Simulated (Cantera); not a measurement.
A perfectly stirred reactor is fed with 5.56 % H2, 16.9 % O2, 77.6 % N2, equivalence ratio 0.17, at 36000 Pa; it is held at 1025 K, and followed from long to short residence time.

Detailed kinetics in Cantera: the H2/O2 subset of GRI-Mech 3.0, which has no nitrogen chemistry. The temperature is held fixed by assumption; the heat of reaction is taken as removed at once.

Question: Predict: x(H2) at τ = 0.800 s; x(O2) at τ = 0.800 s; x(OH) at τ = 0.800 s; x(H2O) at τ = 0.800 s; x(H) at τ = 0.800 s; x(H2) at τ = 83.0 ms; x(O2) at τ = 83.0 ms; x(OH) at τ = 83.0 ms; x(H2O) at τ = 83.0 ms; x(H) at τ = 83.0 ms.

Answer: 
| Quantity | Result |
|---|---|
| x(H2) at τ = 0.800 s | 0.000366 |
| x(O2) at τ = 0.800 s | 0.145 |
| x(OH) at τ = 0.800 s | 3.05e-5 |
| x(H2O) at τ = 0.800 s | 0.0568 |
| x(H) at τ = 0.800 s | 1.78e-6 |
| x(H2) at τ = 83.0 ms | 0.00129 |
| x(O2) at τ = 83.0 ms | 0.145 |
| x(OH) at τ = 83.0 ms | 7.91e-5 |
| x(H2O) at τ = 83.0 ms | 0.0559 |
| x(H) at τ = 83.0 ms | 1.69e-5 |
